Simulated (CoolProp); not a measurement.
Properties of R142b along the isobar 0.101 MPa (Tc = 410.3 K, pc = 4.055 MPa, ω = 0.232).

Computed with CoolProp (reference Helmholtz-energy equation of state, Lemmon 2006). It is a short technical equation, of lower accuracy than the large ones.

```csv
T (K),phase,density (kg/m³),Joule-Thomson coefficient (K/MPa)
289,gas,4.349,(withheld)
311.6,gas,4.006,(withheld)
334.2,gas,3.717,(withheld)
356.9,gas,3.468,14.46
379.5,gas,3.253,(withheld)
402.1,gas,3.064,(withheld)
424.7,gas,2.897,(withheld)
447.4,gas,2.746,7.566
470,gas,2.612,(withheld)
```

Complete the blanks.


- 289, Joule-Thomson coefficient (K/MPa): 30.44
- 311.6, Joule-Thomson coefficient (K/MPa): 22.80
- 334.2, Joule-Thomson coefficient (K/MPa): 17.88
- 379.5, Joule-Thomson coefficient (K/MPa): 12.00
- 402.1, Joule-Thomson coefficient (K/MPa): 10.15
- 424.7, Joule-Thomson coefficient (K/MPa): 8.709
- 470, Joule-Thomson coefficient (K/MPa): 6.647
